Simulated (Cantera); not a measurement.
An isothermal, constant-pressure homogeneous reactor starts with CH₄ : H₂ = 1 : 86 (molar parts), at 1625 K and 0.00405 atm. Integrator tolerance rtol = 1e-08.

Detailed kinetics in Cantera: GRI-Mech 3.0 (53 species, 325 reactions). GRI-Mech 3.0 stops at C3 and has no aromatics, soot or wall deposition, so with more carbon than oxygen in the feed, carbon stays in small species such as C2H2 where larger ones or solid carbon would form. Radical loss at walls, strong at low pressure, is not modelled.

### Question
What does this change do: CH4 1 to 0.26 parts?

### Answer
```
quantity                                             before                                     after
-----------------  ----------------------------------------  ----------------------------------------
x(CH₄) at 3.00 s    0.00996 (gas-phase equilibrium 7.45e-5)   0.00297 (gas-phase equilibrium 3.84e-5)
x(H₂) at 3.00 s         0.988 (gas-phase equilibrium 0.993)       0.997 (gas-phase equilibrium 0.997)
x(CH₃) at 3.00 s   0.000173 (gas-phase equilibrium 1.68e-6)   2.58e-5 (gas-phase equilibrium 8.67e-7)
x(C₂H₂) at 3.00 s  0.000663 (gas-phase equilibrium 0.00564)   9.22e-6 (gas-phase equilibrium 0.00148)
x(C₂H₆) at 3.00 s  2.28e-7 (gas-phase equilibrium 2.98e-11)  8.00e-9 (gas-phase equilibrium 7.91e-12)
x(C₂H₄) at 3.00 s   9.13e-6 (gas-phase equilibrium 2.04e-6)   3.95e-7 (gas-phase equilibrium 5.39e-7)
```

### Question
What does this change do: H2 86 to 220 parts?

### Answer
| quantity | before | after |
|---|---|---|
| x(CH₄) at 3.00 s | 0.00996 (gas-phase equilibrium 7.45e-5) | 0.00439 (gas-phase equilibrium 4.70e-5) |
| x(H₂) at 3.00 s | 0.988 (gas-phase equilibrium 0.993) | 0.995 (gas-phase equilibrium 0.997) |
| x(CH₃) at 3.00 s | 0.000173 (gas-phase equilibrium 1.68e-6) | 5.20e-5 (gas-phase equilibrium 1.06e-6) |
| x(C₂H₂) at 3.00 s | 0.000663 (gas-phase equilibrium 0.00564) | 3.99e-5 (gas-phase equilibrium 0.00223) |
| x(C₂H₆) at 3.00 s | 2.28e-7 (gas-phase equilibrium 2.98e-11) | 2.71e-8 (gas-phase equilibrium 1.19e-11) |
| x(C₂H₄) at 3.00 s | 9.13e-6 (gas-phase equilibrium 2.04e-6) | 1.20e-6 (gas-phase equilibrium 8.09e-7) |
